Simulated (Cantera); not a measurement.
Input: 1 mol Si, 4.5 mol HF, 1.7 mol H2, equilibrated at 0.133 bar.

Equilibrium computed with Cantera from the NASA thermochemical tables; the gas is ideal and each condensed phase is pure. Candidate condensed phases: Si; 25 gas species. Equilibrium is a limit: real reactors are often held back by kinetics, nucleation or transport. All values below are at 652 °C.

Base state: H2 0.712, SiF4 0.192, HF 0.0962 (mole fractions); condensed: gas only.

What changes in the equilibrium state with this change: HF from 4.5 to 2.2 mol?


| species | before | after |
|---|---|---|
| H2 | 0.712 | 0.832 |
| SiF4 | 0.192 | 0.155 |
| SiHF3 | 8.12e-7 | 0.0129 |
| HF | 0.0962 | 5.71e-6 |
| SiH2F2 | <1e-9 | 0.000587 |
| SiF3 | 5.24e-9 | 7.67e-5 |
| Si(s), mol | 0 | 0.438 |
The tables' values for SiF3 are old estimates; treat these amounts as uncertain.
